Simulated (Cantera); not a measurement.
A Cantera script and what it prints.

```python
import numpy as np
import cantera as ct

gas_names = """
    CL CL2 H HCL H2 N NH NH2 NH3 N2 N2H2 N2H4 Si SiCL SiCL2 SiCL3 SiCL4 SiH SiHCL3 SiH2 SiH2CL2 SiH3
    SiH3CL SiH4 SiN Si2 Si2N Si3
""".split()
cond_names = """
    NH4CL(a) NH4CL(b) Si(cr) Si(L) Si3N4(a)
""".split()


# ... load() reads the species with a 1 bar reference pressure and builds the phases ...
atoms = {
    'SiHCl3': {'Si': 1, 'H': 1, 'CL': 3},
    'N2': {'N': 2},
    'H2': {'H': 2},
    'NH3': {'N': 1, 'H': 3},
}
top_T = {'Si3N4(a)': 2400}  # K; cautious upper limits of use, not melting points


# ... equilibrate(T, P, feed) seeds the gas with the atoms and calls Mixture.equilibrate('TP', solver="vcs", rtol=1e-11, max_steps=5000) ...
results = []
feed = {'SiHCl3': 1, 'N2': 1.8, 'H2': 11, 'NH3': 7}  # mol
for P in [5, 15, 45, 140, 410, 1200, 3700, 11000, 33000, 100000]:
    for T in [1000, 1100, 1200, 1300, 1400, 1500, 1600, 1700, 1800, 1900, 2000]:
        mix = equilibrate(T, P, feed)
        results.append((T, P, feed, dict(zip(mix.species_names, mix.species_moles))))

for T, P, feed, n in results:
    print(f"{T:7g} {P:10.4g}  " + (" + ".join(c for c in cond_names if n.get(c, 0) > 1e-12) or "gas only"))
```

Output:

```
   1000          5  Si3N4(a)
   1100          5  Si3N4(a)
   1200          5  Si3N4(a)
   1300          5  Si3N4(a)
   1400          5  Si3N4(a)
   1500          5  Si(cr)
   1600          5  Si(cr)
   1700          5  gas only
   1800          5  gas only
   1900          5  gas only
   2000          5  gas only
   1000         15  Si3N4(a)
   1100         15  Si3N4(a)
   1200         15  Si3N4(a)
   1300         15  Si3N4(a)
   1400         15  Si3N4(a)
   1500         15  Si(cr)
   1600         15  Si(cr)
   1700         15  Si(L)
   1800         15  gas only
   1900         15  gas only
   2000         15  gas only
   1000         45  Si3N4(a)
   1100         45  Si3N4(a)
   1200         45  Si3N4(a)
   1300         45  Si3N4(a)
   1400         45  Si3N4(a)
   1500         45  Si3N4(a)
   1600         45  Si(cr)
   1700         45  Si(L)
   1800         45  Si(L)
   1900         45  gas only
   2000         45  gas only
   1000        140  Si3N4(a)
   1100        140  Si3N4(a)
   1200        140  Si3N4(a)
   1300        140  Si3N4(a)
   1400        140  Si3N4(a)
   1500        140  Si3N4(a)
   1600        140  Si(cr)
   1700        140  Si(L)
   1800        140  Si(L)
   1900        140  Si(L)
   2000        140  gas only
   1000        410  Si3N4(a)
   1100        410  Si3N4(a)
   1200        410  Si3N4(a)
   1300        410  Si3N4(a)
   1400        410  Si3N4(a)
   1500        410  Si3N4(a)
   1600        410  Si3N4(a)
   1700        410  Si(L)
   1800        410  Si(L)
   1900        410  Si(L)
   2000        410  Si(L)
   1000       1200  Si3N4(a)
   1100       1200  Si3N4(a)
   1200       1200  Si3N4(a)
   1300       1200  Si3N4(a)
   1400       1200  Si3N4(a)
   1500       1200  Si3N4(a)
   1600       1200  Si3N4(a)
   1700       1200  Si3N4(a)
   1800       1200  Si(L)
   1900       1200  Si(L)
   2000       1200  Si(L)
   1000       3700  Si3N4(a)
   1100       3700  Si3N4(a)
   1200       3700  Si3N4(a)
   1300       3700  Si3N4(a)
   1400       3700  Si3N4(a)
   1500       3700  Si3N4(a)
   1600       3700  Si3N4(a)
   1700       3700  Si3N4(a)
   1800       3700  Si(L)
   1900       3700  Si(L)
   2000       3700  Si(L)
   1000    1.1e+04  Si3N4(a)
   1100    1.1e+04  Si3N4(a)
   1200    1.1e+04  Si3N4(a)
   1300    1.1e+04  Si3N4(a)
   1400    1.1e+04  Si3N4(a)
   1500    1.1e+04  Si3N4(a)
   1600    1.1e+04  Si3N4(a)
   1700    1.1e+04  Si3N4(a)
   1800    1.1e+04  Si3N4(a)
   1900    1.1e+04  Si(L)
   2000    1.1e+04  Si(L)
   1000    3.3e+04  Si3N4(a)
   1100    3.3e+04  Si3N4(a)
   1200    3.3e+04  Si3N4(a)
   1300    3.3e+04  Si3N4(a)
   1400    3.3e+04  Si3N4(a)
   1500    3.3e+04  Si3N4(a)
   1600    3.3e+04  Si3N4(a)
   1700    3.3e+04  Si3N4(a)
   1800    3.3e+04  Si3N4(a)
   1900    3.3e+04  Si3N4(a)
   2000    3.3e+04  Si(L)
   1000      1e+05  Si3N4(a)
   1100      1e+05  Si3N4(a)
   1200      1e+05  Si3N4(a)
   1300      1e+05  Si3N4(a)
   1400      1e+05  Si3N4(a)
   1500      1e+05  Si3N4(a)
   1600      1e+05  Si3N4(a)
   1700      1e+05  Si3N4(a)
   1800      1e+05  Si3N4(a)
   1900      1e+05  Si3N4(a)
   2000      1e+05  Si3N4(a)
```

Method: chemical equilibrium by Gibbs-energy minimisation in Cantera with the NASA 1993 tables (ideal gas, pure condensed phases). The tables' values for SiCl3 are old estimates.
